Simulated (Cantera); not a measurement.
Silicon nitride deposition: SiHCl₃ + NH₃ + H₂

A closed system holds: 1 mol SiHCl₃, 18 mol NH₃, 71 mol H₂, at 1998.15 K and 113 Torr.

Equilibrium computed with Cantera from the NASA thermochemical tables; the gas is ideal and each condensed phase is pure. Candidate condensed phases: NH₄Cl, Si, Si₃N₄; 28 gas species. The tables' values for SiCl are old estimates; treat these amounts as uncertain. Gases not in the tables: Si₂H₆ and higher silanes. The numbers say what is thermodynamically allowed, not how fast it happens.

```
Quantity        Value
----------  ---------
x(H₂)           0.887
x(N₂)          0.0824
x(HCl)         0.0241
x(H)          0.00391
x(SiCl₂)      0.00157
x(Si)        0.000284
x(SiH₂)       9.32e-5
x(SiCl)       8.45e-5
x(Cl)         7.91e-5
n(Si(l))    0.765 mol
gas amount  109.3 mol
```
